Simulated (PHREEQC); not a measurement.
## Leach liquor: speciation

Consider water at 25 °C with 0.0022 mol/kgw H2SO4, 0.00019 mol/kgw LiCl, 0.2 mol/kgw Na2SO4 and 0.022 mol/kgw HCl. Closed to the air; pH follows from the charge balance.

The numbers come from PHREEQC with the ion-association model, wateq4f.dat.

Precipitation was switched off in this run.

**Question.** What pH, ionic strength, activity of water does the model give?

**Answer.** pH 2.30; ionic strength 0.490 mol/kgw; activity of water 0.990.

**Question.** In which forms is Na present?

**Answer.** Na+ 88 %, NaSO4- 12 % of the Na.
